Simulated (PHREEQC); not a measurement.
Make-up at 40 °C: 0.0013 mol/kgw AlCl3 and 0.00021 mol/kgw BaBr2. Closed to the air; pH follows from the charge balance.

Model: ion-association model, phreeqc.dat, run in PHREEQC.

Precipitation was switched off in this run.

### Question
Order these Al species by the share of Al that they hold, largest first: Al+3, AlOH+2, Al(OH)2+.

### Answer
Al+3 (89 %), AlOH+2 (10 %), Al(OH)2+ (1.3 %)

The pH is 3.82 and the ionic strength 0.00812 mol/kgw. The solution is supersaturated, for example in Gibbsite (slow to form), so a real one may precipitate; this is no full list. Away from 25 °C the constants follow the database's enthalpies or fits; those with neither stay at their 25 °C values.
